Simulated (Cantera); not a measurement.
Feed: 1 mol Al₂O₃, 75 mol H₂, at 2152 °C and 3.15 Torr.

Method: chemical equilibrium by Gibbs-energy minimisation in Cantera with the NASA 1993 tables (ideal gas, pure condensed phases). Candidate condensed phases: Al, Al₂O₃, H₂O; 19 gas species. The tables' values for AlOH are old estimates; treat these amounts as uncertain. Equilibrium is a limit: real reactors are often held back by kinetics, nucleation or transport.

Base state: H₂ 0.734, H 0.237, H₂O 0.0159, Al 0.00800, Al₂O 0.00209, OH 0.000969, AlOH 0.000881, AlO 0.000707 (mole fractions); condensed: Al₂O₃(l).

Problem. What changes in the equilibrium state with this change: temperature from 2152 °C to 675 °C?

Solution. 
```csv
species,before,after
H₂,0.734,1.00
H,0.237,8.09e-9
H₂O,0.0159,<1e-9
Al,0.00800,<1e-9
Al₂O,0.00209,<1e-9
OH,0.000969,<1e-9
"Al₂O₃(l), mol",0.400,0
"Al₂O₃(s), mol",0,1.00
```

Problem. What changes in the equilibrium state with this change: temperature from 2152 °C to 427 °C?

Solution. 
```
species          before  after
-------------  --------  -----
H₂                0.734   1.00
H                 0.237  <1e-9
H₂O              0.0159  <1e-9
Al              0.00800  <1e-9
Al₂O            0.00209  <1e-9
OH             0.000969  <1e-9
AlOH           0.000881  <1e-9
AlO            0.000707  <1e-9
Al₂O₃(l), mol     0.400      0
Al₂O₃(s), mol         0   1.00
```
